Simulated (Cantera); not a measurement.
An adiabatic, constant-volume homogeneous reactor starts with CO : H2 : CH4 : O2 : N2 = 1 : 0.37 : 0.06 : 1.12 : 4.2 (molar parts), at 1048 K and 1800 Torr. Integrator tolerance rtol = 1e-08.

Detailed kinetics in Cantera: GRI-Mech 3.0 (53 species, 325 reactions).

Task: What does this change do: pressure from 1800 Torr to 3750 Torr?

Result: 
| quantity | before | after |
|---|---|---|
| time of steepest temperature rise | 0.440 ms | 0.999 ms |
| temperature at 0.700 s | 2741 K | 2785 K |
| equilibrium temperature | 2741 K | 2785 K |
| x(CO) at 0.700 s | 0.0299 (gas-phase equilibrium 0.0299) | 0.0261 (gas-phase equilibrium 0.0261) |
| x(H2) at 0.700 s | 0.00219 (gas-phase equilibrium 0.00219) | 0.00186 (gas-phase equilibrium 0.00186) |
| x(CH4) at 0.700 s | <1e-12 (gas-phase equilibrium <1e-12) | <1e-12 (gas-phase equilibrium <1e-12) |
| x(CH3) at 0.700 s | <1e-12 (gas-phase equilibrium <1e-12) | <1e-12 (gas-phase equilibrium <1e-12) |
| x(OH) at 0.700 s | 0.0111 (gas-phase equilibrium 0.0111) | 0.0103 (gas-phase equilibrium 0.0103) |
| x(H2O2) at 0.700 s | 4.47e-7 (gas-phase equilibrium 4.47e-7) | 7.02e-7 (gas-phase equilibrium 7.02e-7) |
| x(CH2) at 0.700 s | <1e-12 (gas-phase equilibrium <1e-12) | <1e-12 (gas-phase equilibrium <1e-12) |

Task: What does this change do: initial temperature 1048 to 950 K?

Result: 
```json
[
 {"quantity": "time of steepest temperature rise", "before": "0.440 ms", "after": "12.6 ms"},
 {"quantity": "temperature at 0.700 s", "before": "2741 K", "after": "2710 K"},
 {"quantity": "equilibrium temperature", "before": "2741 K", "after": "2710 K"},
 {"quantity": "x(CO) at 0.700 s", "before": "0.0299 (gas-phase equilibrium 0.0299)", "after": "0.0260 (gas-phase equilibrium 0.0260)"},
 {"quantity": "x(H2) at 0.700 s", "before": "0.00219 (gas-phase equilibrium 0.00219)", "after": "0.00190 (gas-phase equilibrium 0.00190)"},
 {"quantity": "x(CH4) at 0.700 s", "before": "<1e-12 (gas-phase equilibrium <1e-12)", "after": "<1e-12 (gas-phase equilibrium <1e-12)"},
 {"quantity": "x(CH3) at 0.700 s", "before": "<1e-12 (gas-phase equilibrium <1e-12)", "after": "<1e-12 (gas-phase equilibrium <1e-12)"},
 {"quantity": "x(OH) at 0.700 s", "before": "0.0111 (gas-phase equilibrium 0.0111)", "after": "0.0101 (gas-phase equilibrium 0.0101)"},
 {"quantity": "x(H2O2) at 0.700 s", "before": "4.47e-7 (gas-phase equilibrium 4.47e-7)", "after": "4.44e-7 (gas-phase equilibrium 4.44e-7)"},
 {"quantity": "x(CH2) at 0.700 s", "before": "<1e-12 (gas-phase equilibrium <1e-12)", "after": "<1e-12 (gas-phase equilibrium <1e-12)"}
]
```
Below about 1000 K GRI-Mech 3.0 lacks low-temperature oxidation paths.
